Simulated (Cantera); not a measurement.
Charge: 1 mol Cu, 0.13 mol CO2, 4.3 mol CO, equilibrated at 827 °C and 1 atm.

Method: chemical equilibrium by Gibbs-energy minimisation in Cantera with the NASA 1993 tables (ideal gas, pure condensed phases). Candidate condensed phases: C, Cu, CuO, Cu2O; 15 gas species. Kinetics and transport are ignored.

Base state: CO 0.924, CO2 0.0763 (mole fractions); condensed: C(graphite) + Cu(s).

Task: What changes in the equilibrium state with this change: pressure from 1 atm to 75.0 Torr?

Result: 
| species | before | after |
|---|---|---|
| CO | 0.924 | 0.971 |
| CO2 | 0.0763 | 0.0293 |
| C(graphite), mol | 0.193 | 0 |
| Cu(s), mol | 1.00 | 1.00 |
